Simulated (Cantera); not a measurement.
Feed: 1 mol Si, 19 mol HBr, 9.4 mol H2, at 1150 K and 1000 Pa.

Equilibrium computed with Cantera from the NASA thermochemical tables; the gas is ideal and each condensed phase is pure. Candidate condensed phases: Br2, Si; 19 gas species. The tables' values for SiBr3 are old estimates; treat these amounts as uncertain. Rates play no part.

Base state: HBr 0.549, H2 0.414, SiBr4 0.0344, SiBr2 0.00106, SiBr3 0.000636, Br 0.000359, SiHBr3 0.000314 (mole fractions); condensed: gas only.

Problem. What changes in the equilibrium state with this change: H2 from 9.4 to 2 mol?

Solution. 
| species | before | after |
|---|---|---|
| HBr | 0.549 | 0.750 |
| H2 | 0.414 | 0.199 |
| SiBr4 | 0.0344 | 0.0489 |
| SiBr2 | 0.00106 | 0.000389 |
| SiHBr3 | 0.000314 | 0.000158 |
| Br | 0.000359 | 0.000705 |
| SiBr3 | 0.000636 | 0.000460 |

Problem. What changes in the equilibrium state with this change: H2 from 9.4 to 1 mol?

Solution. 
| species | before | after |
|---|---|---|
| HBr | 0.549 | 0.789 |
| H2 | 0.414 | 0.158 |
| SiBr4 | 0.0344 | 0.0518 |
| SiBr2 | 0.00106 | 0.000294 |
| SiHBr3 | 0.000314 | 0.000125 |
| Br | 0.000359 | 0.000835 |
| SiBr3 | 0.000636 | 0.000411 |
